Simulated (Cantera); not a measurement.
## Ignition delay

Mixture: 5.65 % CH4, 19.8 % O2, 74.5 % N2, equivalence ratio 0.57, at 1.01 bar, adiabatic and at constant pressure. Ignition delay is the time to a rise of 400 K.

Cantera simulation using GRI-Mech 3.0 (53 species, 325 reactions); the numbers are that mechanism's predictions, not measurements.

| T0 (K) | delay (ms) |
|---|---|
| 1250 | 16.8 |
| 1325 | 6.37 |
| 1400 | 2.65 |
| 1475 | 1.21 |
| 1550 | 0.613 |
| 1625 | 0.337 |

```
Item                                                     Value
--------------------------------------------------  ----------
apparent activation energy between 1475 and 1625 K  170 kJ/mol
```
